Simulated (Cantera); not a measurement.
A perfectly stirred reactor is fed with C3H8 : O2 : N2 = 1 : 3.12 : 11.8 (molar parts), equivalence ratio 1.6, at 6.60 bar; it is adiabatic with a 375 K inlet, and is followed from long to short residence time, starting on the burning branch (τ in s: 0.17, 0.088, 0.044, 0.022, 0.011, 0.0056, 0.0028, 0.0014, 0.00071, 0.00036, 0.00018, 9e-05, 4.5e-05).

Model: GRI-Mech 3.0 (53 species, 325 reactions), integrated in Cantera. GRI-Mech 3.0 was tuned for natural gas; its chemistry of propane as a main component is partial and can be far from experiment.

One state of this run: T (K) = 1947; x C3H8 = 2.51e-5; x O2 = 0.00332; x H2O = 0.144; x CH3 = 0.000540; x HCO = 4.02e-7; x C2H6 = 2.50e-5. x: mole fraction; the columns are a selection and need not sum to one.

Which value of τ (s) does it belong to?
(A) 4.5e-5
(B) 0.0014
(C) 0.011
(D) 0.00018

B, 0.0014
